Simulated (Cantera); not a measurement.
A Cantera script and its output.

```python
import numpy as np
import cantera as ct

gas = ct.Solution("h2o2.yaml")
gas.TPX = 525, 26000, {'H2': 1, 'O2': 0.877, 'N2': 10.5, 'H2O': 0.85}
inlet = ct.Reservoir(gas, clone=True)
gas.equilibrate("HP")  # start burning
reactor = ct.IdealGasConstPressureReactor(gas, energy="on", clone=False)
exhaust = ct.Reservoir(gas, clone=True)
tau = [0.14, 0.064, 0.029, 0.013, 0.0059, 0.0026, 0.0012, 0.00054, 0.00024, 0.00011, 5e-05, 2.3e-05, 1e-05][0]
for a, b in ((inlet, reactor), (reactor, exhaust)):
    ct.MassFlowController(a, b, mdot=lambda t: reactor.mass / tau)
net = ct.ReactorNet([reactor])
show = ['H2', 'O2', 'H2O', 'OH', 'HO2']

rows = []
print(f"{'tau/s':>10s}{'T/K':>9s}" + "".join(f"{s:>11s}" for s in show))
for tau in [0.14, 0.064, 0.029, 0.013, 0.0059, 0.0026, 0.0012, 0.00054, 0.00024, 0.00011, 5e-05, 2.3e-05, 1e-05]:
    net.initial_time = 0.0
    net.advance(30 * tau)
    before = gas.X
    net.advance(40 * tau)
    drift = np.max(np.abs(gas.X - before) / (gas.X + 1e-9))
    rows.append([gas.T, *gas[show].X, drift])
    print(f"{tau:10.3e}{gas.T:9.1f}" + "".join(f"{x:11.3e}" for x in gas[show].X))
```

Output:

```
     tau/s      T/K         H2         O2        H2O         OH        HO2
 1.400e-01   1103.3  8.275e-04  2.994e-02  1.443e-01  2.067e-04  6.375e-06
 6.400e-02   1097.5  1.377e-03  3.018e-02  1.436e-01  2.631e-04  7.512e-06
 2.900e-02   1087.6  2.320e-03  3.062e-02  1.424e-01  3.278e-04  8.626e-06
 1.300e-02   1069.7  4.040e-03  3.148e-02  1.403e-01  3.897e-04  9.865e-06
 5.900e-03   1036.0  7.607e-03  3.329e-02  1.360e-01  4.116e-04  1.165e-05
 2.600e-03    525.0  7.560e-02  6.630e-02  6.426e-02  1.663e-25 -1.763e-16
 1.200e-03    525.0  7.560e-02  6.630e-02  6.426e-02  1.469e-25 -1.074e-19
 5.400e-04    525.0  7.560e-02  6.630e-02  6.426e-02  1.235e-25  7.140e-21
 2.400e-04    525.0  7.560e-02  6.630e-02  6.426e-02  9.914e-26  6.478e-21
 1.100e-04    525.0  7.560e-02  6.630e-02  6.426e-02  7.509e-26  3.038e-21
 5.000e-05    525.0  7.560e-02  6.630e-02  6.426e-02  4.939e-26  1.289e-21
 2.300e-05    525.0  7.560e-02  6.630e-02  6.426e-02  2.628e-26  5.300e-22
 1.000e-05    525.0  7.560e-02  6.630e-02  6.426e-02  1.018e-26  2.035e-22
```

Computed with Cantera and the H2/O2 subset of GRI-Mech 3.0, which has no nitrogen chemistry.
